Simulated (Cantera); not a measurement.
A Cantera script and what it prints.

```python
import numpy as np
import cantera as ct

gas_names = [...]  # 114 gases of nasa_gas.yaml made of C, Fe, H, O
cond_names = """
    C(gr) C6H6(L) C7H8(L) C8H18(L),n-octa Fe(a) Fe(c) Fe(d) Fe(L) FeC5O5(L) FeO(s) FeO(L) Fe(OH)2(s)
    Fe(OH)3(s) Fe2O3(s) Fe3O4(s) H2O(s) H2O(L)
""".split()


# ... load() reads the species with a 1 bar reference pressure and builds the phases ...
atoms = {
    'Fe2O3': {'Fe': 2, 'O': 3},
    'CH4': {'C': 1, 'H': 4},
    'H2': {'H': 2},
}
top_T = {'C(gr)': 4500, 'Fe2O3(s)': 1830, 'Fe3O4(s)': 1870}  # K; cautious upper limits of use, not melting points


# ... equilibrate(T, P, feed) seeds the gas with the atoms and calls Mixture.equilibrate('TP', solver="vcs", rtol=1e-11, max_steps=5000) ...
results = []
feed = {'Fe2O3': 1, 'CH4': 2.8, 'H2': 0.13}  # mol
P = 133.322  # Pa
for T in [2123, 2173, 2223, 2273, 2323, 2373, 2423, 2473]:
    mix = equilibrate(T, P, feed)
    results.append((T, P, feed, dict(zip(mix.species_names, mix.species_moles))))

top = {s: max(r[3][s] / sum(r[3][g] for g in gas_names) for r in results) for s in gas_names}
cols = sorted((s for s in top if top[s] > 1e-05), key=lambda s: -top[s])[:8]
seen = [c for c in cond_names if any(r[3].get(c, 0) > 1e-12 for r in results)]
print("log10 of partial pressures in bar; condensed amounts in mol")
print(f"{'T/K':>10s}" + "".join(f"{s[:9]:>10s}" for s in cols + seen))
for T, P, feed, n in results:
    ng = sum(n[g] for g in gas_names)
    print(f"{T:10.4g}" + "".join(f"{np.log10(max(n[s] / ng * P / 1e5, 1e-99)):10.3f}" for s in cols)
          + "".join(f"{n.get(c, 0):10.4g}" for c in seen))
```

It prints:

```
log10 of partial pressures in bar; condensed amounts in mol
       T/K        H2         H        CO        Fe       H2O        OH         O       CO2
      2123    -3.198    -4.044    -3.468    -3.612    -4.667    -6.421    -7.417    -5.638
      2173    -3.213    -3.923    -3.473    -3.617    -4.676    -6.259    -7.123    -5.651
      2223    -3.233    -3.810    -3.479    -3.623    -4.689    -6.106    -6.842    -5.664
      2273    -3.258    -3.705    -3.487    -3.631    -4.706    -5.962    -6.572    -5.677
      2323    -3.288    -3.607    -3.496    -3.640    -4.730    -5.828    -6.315    -5.692
      2373    -3.326    -3.518    -3.506    -3.650    -4.763    -5.705    -6.069    -5.709
      2423    -3.372    -3.437    -3.518    -3.662    -4.808    -5.597    -5.838    -5.731
      2473    -3.426    -3.365    -3.531    -3.676    -4.870    -5.506    -5.625    -5.762
```

Equilibrium computed with Cantera from the NASA thermochemical tables; the gas is ideal and each condensed phase is pure.
